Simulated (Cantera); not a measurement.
SiO₂ + C + CO (carbothermic reduction)

A closed system holds: 1 mol SiO₂, 0.51 mol C, 0.015 mol CO, equilibrated at 1175 K and 0.780 bar.

These are equilibrium values from Cantera (NASA tables, ideal gas, pure condensed phases), not measurements of a reactor. Candidate condensed phases: C, Si, SiC, SiO₂; 20 gas species. The tables hold silica as quartz up to 1696 K and as liquid above; real silica turns to tridymite and cristobalite and melts near 1996 K. Equilibrium is a limit: real reactors are often held back by kinetics, nucleation or transport.

```json
{
 "x(CO)": "0.980",
 "x(CO₂)": "0.0203",
 "n(C(graphite))": "0.510 mol",
 "n(SiO₂(β-quartz))": "1.00 mol",
 "gas_amount": "0.01470 mol",
 "log10 activity of Si(s) (absent)": "-11.70"
}
```
